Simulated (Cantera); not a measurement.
An isothermal, constant-pressure homogeneous reactor starts with 0.410 % CO, 1.27 % O2, 0.654 % H2O, 97.7 % N2, equivalence ratio 0.16, at 1500 K and 640000 Pa.

Detailed kinetics in Cantera: GRI-Mech 3.0 (53 species, 325 reactions).

### Question
Predict: x(CO) at 4.00 s; x(O2) at 4.00 s; x(H2O) at 4.00 s; x(NO) at 4.00 s; x(O) at 4.00 s; x(N2O) at 4.00 s; x(H2) at 4.00 s.

### Answer
```
Property                                            Result
----------------  ----------------------------------------
x(CO) at 4.00 s    7.75e-8 (gas-phase equilibrium 7.81e-8)
x(O2) at 4.00 s      0.0107 (gas-phase equilibrium 0.0105)
x(H2O) at 4.00 s   0.00655 (gas-phase equilibrium 0.00655)
x(NO) at 4.00 s   6.84e-7 (gas-phase equilibrium 0.000307)
x(O) at 4.00 s     1.67e-7 (gas-phase equilibrium 1.65e-7)
x(N2O) at 4.00 s   5.34e-8 (gas-phase equilibrium 5.30e-8)
x(H2) at 4.00 s    4.78e-8 (gas-phase equilibrium 4.81e-8)
```
